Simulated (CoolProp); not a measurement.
Ethanol at 363.66 K and 0.0306 MPa flows at 3.7 m/s in a round tube of 4.6 mm bore and 45 µm roughness, fully developed (64/Re and Nu = 3.66 if laminar; Colebrook and Gnielinski if turbulent). Each further row changes one setting.

Values from CoolProp's reference Helmholtz-energy equation of state, Schroeder 2014.

| case | Reynolds number | Darcy friction factor | pressure drop (Pa/m) | heat-transfer coefficient (W/(m² K)) | mass flow (kg/h) |
|---|---|---|---|---|---|
| as stated | ? | 0.0862 | 60.3 | 17.4 | 0.104 |
| velocity 7.4 m/s | 1490 | 0.0431 | ? | 17.4 | ? |
| diameter 9.2 mm | 1490 | 0.0431 | ? | 8.69 | 0.416 |

**Question.** Some entries are withheld; supply them.

**Answer.** 
- as stated, Reynolds number: 743
- velocity 7.4 m/s, pressure drop (Pa/m): 121
- velocity 7.4 m/s, mass flow (kg/h): 0.208
- diameter 9.2 mm, pressure drop (Pa/m): 15.1

Viscosity comes from a separate model (Kiselev 2005). Thermal conductivity comes from a separate model (Assael 2013).
